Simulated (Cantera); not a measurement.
What does this Cantera script print?

```python
import numpy as np
import cantera as ct

gas_names = [...]  # 118 gases of nasa_gas.yaml made of C, Cl, F, H
cond_names = """
    C(gr) C6H6(L) C7H8(L) C8H18(L),n-octa
""".split()


# ... load() reads the species with a 1 bar reference pressure and builds the phases ...
atoms = {
    'C2F6': {'C': 2, 'F': 6},
    'HCl': {'H': 1, 'CL': 1},
}
top_T = {'C(gr)': 4500}  # K; cautious upper limits of use, not melting points


# ... equilibrate(T, P, feed) seeds the gas with the atoms and calls Mixture.equilibrate('TP', solver="vcs", rtol=1e-11, max_steps=5000) ...
results = []
feed = {'C2F6': 1, 'HCl': 1.8}  # mol
T = 2023.15  # K
P = 133.322  # Pa
mix = equilibrate(T, P, feed)
results.append((T, P, feed, dict(zip(mix.species_names, mix.species_moles))))
x = sorted(zip(gas.X, gas.species_names), reverse=True)
print(f"T = {T:g} K  P = {P:g} Pa  gas = {mix.phase_moles(0):.4g} mol")
print("   x: " + "  ".join(f"{s} {v:.3e}" for v, s in x if v > 0.001))
print("   condensed (mol): " + ("  ".join(f"{mix.phase(i).name} {mix.phase_moles(i):.4g}"
      for i in range(1, mix.n_phases) if mix.phase_moles(i) > 1e-12) or "none"))
```

It prints:

```
T = 2023.15 K  P = 133.322 Pa  gas = 5.44 mol
   x: HF 3.303e-01  CL 3.297e-01  CF2 1.183e-01  F 1.140e-01  CF4 1.028e-01  CF3 3.221e-03
   condensed (mol): C(gr) 0.7757
```

These are equilibrium values from Cantera (NASA tables, ideal gas, pure condensed phases), not measurements of a reactor. The feed counts by its element totals alone. Gases not in the tables: C2F6 and larger saturated fluorocarbons.
